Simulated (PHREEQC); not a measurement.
Dissolve 0.0017 mol FeCl3 per kg of water at 20 °C. Closed to the air; pH follows from the charge balance.

The numbers come from PHREEQC with the ion-association model, phreeqc.dat.

| quantity | before | after |
|---|---|---|
| pH | 2.88 | 7.08 |
| ionic strength (mol/kgw) | 0.00771 | 0.00510 |

Problem. Which change was made?
(A) FeCl3 replaced by SrCl2 at the same molality
(B) FeCl3 from 0.0017 to 0.0034 mol/kgw
(C) diluted 100-fold with water

Solution. A, FeCl3 replaced by SrCl2 at the same molality

No solid was allowed to form. Some of these states are supersaturated (in Hematite (slow to form), Goethite (slow to form), for instance).
